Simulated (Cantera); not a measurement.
A closed system holds: 1 mol Al2O3, 0.011 mol H2O, 0.12 mol O2, 1.6 mol I2, equilibrated at 825 K and 1.30 bar.

Method: chemical equilibrium by Gibbs-energy minimisation in Cantera with the NASA 1993 tables (ideal gas, pure condensed phases). Candidate condensed phases: Al, AlI3, Al2O3, H2O, I2; 25 gas species. Kinetics and transport are ignored.

Base state: I2 0.918, O2 0.0691, I 0.00658, H2O 0.00633 (mole fractions); condensed: Al2O3(s).

What changes in the equilibrium state with this change: pressure from 1.30 bar to 0.100 bar?


| species | before | after |
|---|---|---|
| I2 | 0.918 | 0.902 |
| O2 | 0.0691 | 0.0685 |
| I | 0.00658 | 0.0235 |
| H2O | 0.00633 | 0.00628 |
| Al2O3(s), mol | 1.00 | 1.00 |
